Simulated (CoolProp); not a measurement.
Saturation properties of CHF3 (R23) (Tc = 299.3 K, pc = 4.832 MPa, ω = 0.263).

The numbers come from the reference Helmholtz-energy equation of state, Penoncello 2003 in CoolProp.

```tsv
T (K)	p (MPa)	vapour density (kg/m³)	enthalpy of vaporisation (kJ/kg)	liquid viscosity (µPa s)	liquid conductivity (mW/(m K))
135.7	0.0008379	0.05211	280.3	1060	215
146.1	0.002857	0.1654	___	779	192
156.5	0.008073	0.4382	265.6	598	___
167	0.01980	1.014	258.0	474	160
177.4	0.04263	2.075	250.2	387	148
187.8	0.08324	3.878	242.1	322	138
198.3	0.1507	6.773	233.4	272	129
208.7	0.2539	11.10	224.1	233	___
219.1	0.4047	17.35	214.1	201	114
229.6	0.6180	26.24	203.0	174	107
240	0.9039	38.43	190.8	151	100
```

Question: Complete the blanks.

Answer: 
- 146.1, enthalpy of vaporisation (kJ/kg): 273.0
- 156.5, liquid conductivity (mW/(m K)): 175
- 208.7, liquid conductivity (mW/(m K)): 121

It boils at 191.1 K under 1 atm.

Viscosity comes from a separate model (Shan 2000). Thermal conductivity comes from a separate model (Shan 2000).
